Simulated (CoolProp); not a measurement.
C2F6 (R116) at 245.45 K and 4.13 MPa is throttled through a valve to 1.9 MPa with no heat exchange. Each further row changes one setting.

Values from CoolProp's reference Helmholtz-energy equation of state, Lemmon 2006. It is a short technical equation, of lower accuracy than the large ones.

```
case                      temperature change (K)                       final phase  final density (kg/m³)
------------------------  ----------------------  --------------------------------  ---------------------
as stated                                   -0.1                            liquid                   1360
outlet pressure 0.57 MPa                   -10.8  two-phase, vapour fraction 0.121                    316
outlet pressure 2.47 MPa                    -0.0                            liquid                   1370
```
